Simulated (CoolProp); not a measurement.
Vapour-liquid equilibrium of carbon dioxide (1) + cyclopentane (2) at 282.7 K; x and y are mole fractions of (1).

Computed with CoolProp (multi-fluid Helmholtz-energy mixture model, Span 1996 and Gedanitz 2015; pair parameters Bell 2016).

```csv
x,"bubble pressure, mixture model (bar)","bubble pressure, Raoult's law (bar)","y, mixture model","y, Raoult's law"
0.05,4.074,2.437,?,0.914
0.2,14.73,9.082,0.982,0.980
0.35,?,15.73,?,0.991
0.5,27.65,22.37,?,0.995
0.65,31.06,29.02,?,0.997
0.8,?,35.66,0.992,0.999
0.95,?,42.31,?,1.000
```

Problem. Fill in the missing entries.

Solution. 
- 0.05, y, mixture model: 0.943
- 0.35, bubble pressure, mixture model (bar): 22.65
- 0.35, y, mixture model: 0.987
- 0.5, y, mixture model: 0.989
- 0.65, y, mixture model: 0.990
- 0.8, bubble pressure, mixture model (bar): 34.84
- 0.95, bubble pressure, mixture model (bar): 41.20
- 0.95, y, mixture model: 0.996

The largest gap from Raoult's law is +67.2 % in bubble pressure, at x = 0.05. No azeotrope shows between x = 0.05 and 0.95.

Pair parameters are fitted to limited data, so mixtures are less certain than the pure fluids. The gap from Raoult's law changes sign with composition, which may be real or a fault of the pair parameters; it wasn't checked against measurements. With so large a gap from Raoult's law the liquid may split in two, which this calculation doesn't test in full.
